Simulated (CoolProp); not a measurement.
Vapour-liquid equilibrium of trans-2-butene (1) + acetone (2) at 1.6 bar; x and y are mole fractions of (1).

The numbers come from the multi-fluid Helmholtz-energy mixture model, Lemmon 2005 and Lemmon 2006; pair parameters Bell 2016 in CoolProp.

| x | bubble temperature, mixture model (°C) | bubble temperature, Raoult's law (°C) | y, mixture model | y, Raoult's law |
|---|---|---|---|---|
| 0.05 | 56.1 | 64.1 | ? | 0.215 |
| 0.2 | ? | 49.6 | 0.770 | 0.596 |
| 0.35 | ? | 39.0 | 0.857 | 0.779 |
| 0.5 | ? | 30.9 | ? | 0.877 |
| 0.65 | 17.9 | 24.4 | 0.909 | 0.934 |
| 0.8 | 16.2 | 19.2 | 0.932 | 0.970 |
| 0.95 | 14.2 | 14.8 | ? | 0.994 |

**Question.** Some entries are withheld; supply them.

**Answer.** 
- 0.05, y, mixture model: 0.383
- 0.2, bubble temperature, mixture model (°C): 32.5
- 0.35, bubble temperature, mixture model (°C): 23.6
- 0.5, bubble temperature, mixture model (°C): 19.9
- 0.5, y, mixture model: 0.889
- 0.95, y, mixture model: 0.975

The largest gap from Raoult's law is -17.1 K in bubble temperature, at x = 0.2. No azeotrope shows between x = 0.05 and 0.95.

The pair parameters rest on a limited set of measurements; away from them the model extrapolates. With so large a gap from Raoult's law the liquid may split in two, which this calculation doesn't test in full.
